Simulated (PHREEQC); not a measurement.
Make-up at 25 °C: 29 mmol/kgw CdCl2, 0.09 mmol/kgw KCl and 7.1 mmol/kgw H2SO4. Closed to the air; pH follows from the charge balance.

All values are PHREEQC results (ion-association model, wateq4f.dat), not measurements.

```json
[
 {"quantity": "pH", "before": "1.98", "after": "1.99"},
 {"quantity": "ionic strength (mol/kgw)", "before": "0.0611", "after": "0.174"},
 {"quantity": "Cl- (mol/kgw)", "before": "0.0391", "after": "0.138"},
 {"quantity": "CdCl+ (mol/kgw)", "before": "0.0156", "after": "0.0908"},
 {"quantity": "Cd+2 (mol/kgw)", "before": "0.00987", "after": "0.0224"},
 {"quantity": "SO4-2 (mol/kgw)", "before": "0.00336", "after": "0.00342"},
 {"quantity": "SI of CdOHCl (CdOHCl)", "before": "-5.42", "after": "-4.68"}
]
```

Problem. What was changed between the two runs?
A) 0.041 mol/kgw KF added
B) 0.0083 mol/kgw NaCl added
C) temperature from 25 to 50 °C
D) CdCl2 from 0.029 to 0.145 mol/kgw
E) 0.00069 mol/kgw Ni(NO3)2 added

Solution. D, CdCl2 from 0.029 to 0.145 mol/kgw

This is a speciation only: nothing precipitates in the calculation.
